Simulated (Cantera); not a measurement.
A closed system holds: 1 mol Si₂H₆, 0.47 mol H₂O, 9.7 mol CO₂, equilibrated at 1700 K and 160 Pa.

Cantera equilibrium calculation (NASA polynomials, part measured and part estimated; ideal gas, pure solids and liquids). Candidate condensed phases: C, C₆H₆, C₇H₈, C₈H₁₈, H₂O, Si, SiC, SiO₂; 123 gas species. The feed counts by its element totals alone. The tables hold silica as quartz up to 1696 K and as liquid above; real silica turns to tridymite and cristobalite and melts near 1996 K. Equilibrium is a limit: real reactors are often held back by kinetics, nucleation or transport.

Base state: CO 0.448, CO₂ 0.288, H₂O 0.180, H₂ 0.0823, H 0.00106, OH 0.000120, SiO 7.87e-5 (mole fractions); condensed: SiO₂(condensed).

### Question
What changes in the equilibrium state with this change: temperature from 1700 K to 1275 K?

### Answer
| species | before | after |
|---|---|---|
| CO | 0.448 | 0.416 |
| CO₂ | 0.288 | 0.321 |
| H₂O | 0.180 | 0.148 |
| H₂ | 0.0823 | 0.115 |
| SiO | 7.87e-5 | <1e-9 |
| OH | 0.000120 | 9.34e-8 |
| H | 0.00106 | 6.26e-6 |
| SiO₂(condensed), mol | 2.00 | 0 |
| SiO₂(β-quartz), mol | 0 | 2.00 |

### Question
What changes in the equilibrium state with this change: pressure from 160 Pa to 23000 Pa?

### Answer
| species | before | after |
|---|---|---|
| CO | 0.448 | 0.449 |
| CO₂ | 0.288 | 0.288 |
| H₂O | 0.180 | 0.181 |
| H | 0.00106 | 8.83e-5 |
| H₂ | 0.0823 | 0.0826 |
| SiO | 7.87e-5 | 5.48e-7 |
| OH | 0.000120 | 9.99e-6 |
| SiO₂(condensed), mol | 2.00 | 2.00 |
Gases not in the tables: Si(OH)₄.
